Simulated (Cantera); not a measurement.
Feed: 1 mol Cr2O3, a varied amount of H2, at 10000 Pa.

Method: chemical equilibrium by Gibbs-energy minimisation in Cantera with the NASA 1993 tables (ideal gas, pure condensed phases). Candidate condensed phases: Cr, Cr2O3, H2O; 13 gas species. Mutual solubility and eutectic melting of coexisting phases are not modelled. Kinetics and transport are ignored.

Question: What condenses at these points (T in K, n(H2) in mol): (848, 41); (1098, 390); (1048, 21); (1198, 110); (848, 280)?

Answer: 
```tsv
T (K)	n(H2) in mol	condensed phases	Cr condensed (%)
848	41	Cr2O3	100.0
1098	390	Cr + Cr2O3	100.0
1048	21	Cr + Cr2O3	100.0
1198	110	Cr + Cr2O3	100.0
848	280	Cr2O3	100.0
```
